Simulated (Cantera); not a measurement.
**Thermodynamics of sublimation and decomposition of ceramics, feed SiC + C + H2**

Feed: 1 mol SiC, 0.038 mol C, 4.9 mol H2, equilibrated at 25.0 Pa.

Equilibrium computed with Cantera from the NASA thermochemical tables; the gas is ideal and each condensed phase is pure. Candidate condensed phases: C, C6H6, C7H8, C8H18, Si, SiC; 87 gas species. Gases not in the tables: Si2H6 and higher silanes. Rates play no part.

From 1623 K to 2123 K the condensed part is C(graphite) + SiC(s). At 2223 K the condensed part is C(graphite). The main Si-bearing gas is Si throughout.

```tsv
T (K)	x H2	x H	x Si	x SiC2	x Si2C	x C2H2 (acetylene)	x SiH	x Si2	n C(graphite)	n SiC(s)
1623	0.996	0.00436	7.11e-6	3.28e-8	2.64e-8	3.47e-5	2.25e-7	2.32e-10	0.0377	1.000
1723	0.988	0.0115	6.56e-5	5.97e-7	4.53e-7	8.94e-5	1.48e-6	5.18e-9	0.0374	1.000
1823	0.972	0.0270	0.000473	7.86e-6	5.66e-6	0.000206	7.87e-6	8.17e-8	0.0383	0.998
1923	0.939	0.0577	0.00277	7.88e-5	5.40e-5	0.000424	3.47e-5	9.64e-7	0.0478	0.985
2023	0.872	0.112	0.0136	0.000625	0.000410	0.000779	0.000129	8.86e-6	0.101	0.920
2123	0.739	0.195	0.0572	0.00406	0.00255	0.00122	0.000402	6.59e-5	0.352	0.609
2223	0.556	0.302	0.122	0.0128	0.00447	0.00161	0.000609	0.000136	0.807	0
```
x: gas mole fraction; n: condensed amount in mol.
